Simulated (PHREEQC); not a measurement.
Solution (20 °C): 0.0046 mol/kgw HCl, 0.13 mol/kgw Li2SO4 and 0.15 mol/kgw Na2SO4. Closed to the air; pH follows from the charge balance.

Computed with PHREEQC (ion-association model, phreeqc.dat).

```json
[
 {"quantity": "pH", "before": "3.08", "after": "2.90"},
 {"quantity": "ionic strength (mol/kgw)", "before": "0.672", "after": "0.671"},
 {"quantity": "SO4-2 (mol/kgw)", "before": "0.194", "after": "0.192"}
]
```

Question: Name the change that produced these shifts.
(A) temperature from 20 to 60 °C
(B) Li2SO4 left out
(C) HCl from 0.0046 to 0.0069 mol/kgw
(D) temperature from 20 to 50 °C
(E) Na2SO4 left out

Answer: C, HCl from 0.0046 to 0.0069 mol/kgw

No solid was allowed to form.
